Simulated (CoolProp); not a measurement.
Model: reference Helmholtz-energy equation of state, Eisenbach 2021, in CoolProp.

Q: For propylene glycol, give the phase and the cp (kJ/(kg K)), cv (kJ/(kg K)), speed of sound (m/s) at 620 K and 18.2 MPa; 620 K and 36.5 MPa; 620 K and 54.7 MPa.

A: 
- 620 K and 18.2 MPa: liquid; cp 4.20, cv 3.23, speed of sound 674
- 620 K and 36.5 MPa: liquid; cp 3.99, cv 3.20, speed of sound 818
- 620 K and 54.7 MPa: liquid; cp 3.89, cv 3.19, speed of sound 927
